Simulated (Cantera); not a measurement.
Input: 1 mol SiCl4, 0.25 mol NH3, 5 mol H2, held at 1998.15 K and 1.33 mbar.

Equilibrium computed with Cantera from the NASA thermochemical tables; the gas is ideal and each condensed phase is pure. Candidate condensed phases: NH4Cl, Si, Si3N4; 28 gas species. The tables' values for SiCl, SiCl3, SiN are old estimates; treat these amounts as uncertain. Gases not in the tables: Si2H6 and higher silanes. Equilibrium is a limit: real reactors are often held back by kinetics, nucleation or transport.

Base state: H2 0.539, HCl 0.272, SiCl2 0.113, H 0.0323, N2 0.0161, Cl 0.0121, Si 0.0109, SiCl 0.00444 (mole fractions); condensed: gas only.

Task: What changes in the equilibrium state with this change: temperature from 1998.15 K to 1498 K?

Result: 
| species | before | after |
|---|---|---|
| H2 | 0.539 | 0.587 |
| HCl | 0.272 | 0.262 |
| SiCl2 | 0.113 | 0.129 |
| H | 0.0323 | 0.000361 |
| Si | 0.0109 | 2.59e-6 |
| Cl | 0.0121 | 0.000130 |
| N2 | 0.0161 | 0.0167 |
| Si2 | 3.87e-5 | 1.12e-9 |
| SiH | 0.000200 | 2.34e-7 |
| SiN | 1.32e-5 | 1.58e-8 |
| SiCl4 | 1.27e-6 | 0.000410 |
| SiCl | 0.00444 | 2.40e-5 |
The tables' values for SiCl3, SiCl are old estimates; treat these amounts as uncertain.
